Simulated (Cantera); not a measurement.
What does this Cantera script print?

```python
import numpy as np
import cantera as ct

gas = ct.Solution("gri30.yaml")
gas.TPX = 1625, 39000, {'CH4': 1, 'O2': 2.3, 'N2': 21.5}
reactor = ct.IdealGasReactor(gas, energy="on", clone=False)
net = ct.ReactorNet([reactor])
net.rtol, net.atol = 1e-08, 1e-16
show = ['CH4', 'O2', 'CH3', 'CO2', 'C2H2', 'NO2']
times = np.geomspace(7e-06, 6, 12)

steps = ct.SolutionArray(gas, extra=["t"])
rows = []
print(f"{'t/s':>10s}{'T/K':>9s}{'P/Pa':>11s}" + "".join(f"{s:>11s}" for s in show))
for t in times:
    while net.time < t:
        t_next = net.step()
        steps.append(gas.state, t=t_next)
    rows.append([np.interp(t, steps.t, y) for y in (steps.T, steps.P, *steps(*show).X.T)])
    print(f"{t:10.3e}{rows[-1][0]:9.1f}{rows[-1][1]:11.4g}" + "".join(f"{x:11.3e}" for x in rows[-1][2:]))
rate = np.gradient(steps.T, steps.t)
print("integrator steps:", len(steps.t))
if steps.T.max() > steps.T[0] + 200:
    print(f"time of steepest temperature rise: {steps.t[rate.argmax()]:.4e} s")
gas.TPX = 1625, 39000, {'CH4': 1, 'O2': 2.3, 'N2': 21.5}
gas.equilibrate("UV")
print(f"equilibrium (UV): T = {gas.T:.1f} K  " + "  ".join(f"{s} {gas[s].X[0]:.3e}" for s in show))
```

Result:

```
       t/s      T/K       P/Pa        CH4         O2        CH3        CO2       C2H2        NO2
 7.000e-06   1625.0    3.9e+04  4.032e-02  9.274e-02  8.531e-07  1.896e-12  6.162e-17  9.668e-21
 2.424e-05   1625.0    3.9e+04  4.032e-02  9.274e-02  3.603e-06  5.596e-11  2.629e-14  8.277e-19
 8.391e-05   1624.9    3.9e+04  4.031e-02  9.274e-02  1.444e-05  1.405e-09  6.534e-12  4.578e-17
 2.905e-04   1624.8    3.9e+04  4.023e-02  9.271e-02  6.883e-05  6.541e-08  1.674e-09  2.442e-15
 1.006e-03   1629.3  3.912e+04  3.858e-02  9.181e-02  6.038e-04  1.472e-05  1.625e-06  3.863e-13
 3.483e-03   2430.6  5.928e+04  1.014e-17  1.800e-02  1.133e-16  2.655e-02  3.334e-21  8.437e-08
 1.206e-02   2491.5  6.051e+04  1.125e-17  1.556e-02  9.760e-17  2.917e-02  3.668e-21  5.517e-07
 4.175e-02   2485.6  6.036e+04  1.188e-17  1.437e-02  9.986e-17  2.912e-02  3.749e-21  1.038e-06
 1.446e-01   2484.6  6.034e+04  1.198e-17  1.419e-02  1.002e-16  2.911e-02  3.762e-21  1.107e-06
 5.005e-01   2484.6  6.034e+04  1.198e-17  1.419e-02  1.002e-16  2.911e-02  3.762e-21  1.107e-06
 1.733e+00   2484.6  6.034e+04  1.198e-17  1.419e-02  1.002e-16  2.911e-02  3.762e-21  1.107e-06
 6.000e+00   2484.6  6.034e+04  1.198e-17  1.419e-02  1.002e-16  2.911e-02  3.762e-21  1.107e-06
integrator steps: 1824
time of steepest temperature rise: 1.5268e-03 s
equilibrium (UV): T = 2484.6 K  CH4 1.634e-17  O2 1.419e-02  CH3 1.367e-16  CO2 2.911e-02  C2H2 4.074e-21  NO2 1.107e-06
```

Model: GRI-Mech 3.0 (53 species, 325 reactions), integrated in Cantera.
